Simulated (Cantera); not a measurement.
Titanium nitride, carbide and oxide coatings: Ti + C₃H₈ + H₂

Charge: 1 mol Ti, 1.7 mol C₃H₈, 1.2 mol H₂, equilibrated at 110 Pa.

Equilibrium computed with Cantera from the NASA thermochemical tables; the gas is ideal and each condensed phase is pure. Candidate condensed phases: C, C₆H₆, C₇H₈, C₈H₁₈, Ti, TiC; 77 gas species. TiC: taken at fixed stoichiometry. Rates play no part.

```tsv
T (K)	x H₂	x H	x C₂H₂ (acetylene)	x Ti	n C(graphite)	n TiC(s)
1600	0.998	0.00164	2.75e-5	4.22e-11	4.10	1.00
1650	0.997	0.00274	4.55e-5	1.84e-10	4.10	1.00
1700	0.995	0.00443	7.31e-5	7.37e-10	4.10	1.00
1750	0.993	0.00699	0.000114	2.72e-9	4.10	1.00
1800	0.989	0.0107	0.000173	9.34e-9	4.10	1.00
1850	0.984	0.0161	0.000257	2.99e-8	4.10	1.00
1900	0.976	0.0236	0.000373	9.02e-8	4.09	1.000
1950	0.966	0.0340	0.000528	2.57e-7	4.09	1.000
2000	0.951	0.0478	0.000731	6.93e-7	4.09	1.000
2050	0.933	0.0661	0.000991	1.78e-6	4.08	1.000
2100	0.909	0.0896	0.00131	4.37e-6	4.08	1.000
2150	0.879	0.119	0.00170	1.03e-5	4.07	1.000
```
x: gas mole fraction; n: condensed amount in mol.

From 1600 K to 2150 K the condensed part is C(graphite) + TiC(s).
